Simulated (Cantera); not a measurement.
Input: 1 mol SiCl4, 0.22 mol NH3, a varied amount of H2, at 1925 K and 4.00 mbar.

Equilibrium computed with Cantera from the NASA thermochemical tables; the gas is ideal and each condensed phase is pure. Candidate condensed phases: NH4Cl, Si, Si3N4; 28 gas species. The tables' values for SiCl3, SiCl are old estimates; treat these amounts as uncertain. Gases not in the tables: Si2H6 and higher silanes. The numbers say what is thermodynamically allowed, not how fast it happens.

x: gas mole fraction; n: condensed amount in mol.

```tsv
n(H2) (mol)	x H2	x HCl	x SiCl2	x N2	x H	n Si(l)
2.2	0.327	0.419	0.209	0.0235	0.00864	0
2.9	…	…	…	…	…	0
3.8	0.493	0.315	0.155	0.0175	0.0106	0
4.9	0.565	0.270	0.131	0.0148	0.0114	0
6.4	0.634	0.226	0.107	0.0123	0.0120	0
8.3	0.694	0.189	0.0869	0.0101	0.0126	0
11	0.749	…	…	…	0.0131	0
14	0.789	0.129	0.0537	0.00660	0.0134	0
18	0.823	0.111	0.0394	0.00531	0.0137	0.0537
24	0.855	0.0934	0.0267	0.00410	0.0140	0.123
31	0.878	0.0789	0.0186	0.00324	0.0142	0.175
```

Q: Fill in the missing entries.

A: 
- 11, x HCl: 0.154
- 11, x SiCl2: 0.0677
- 11, x N2: 0.00808
- 2.9, x H2: 0.412
- 2.9, x HCl: 0.366
- 2.9, x SiCl2: 0.181
- 2.9, x N2: 0.0204
- 2.9, x H: 0.00970
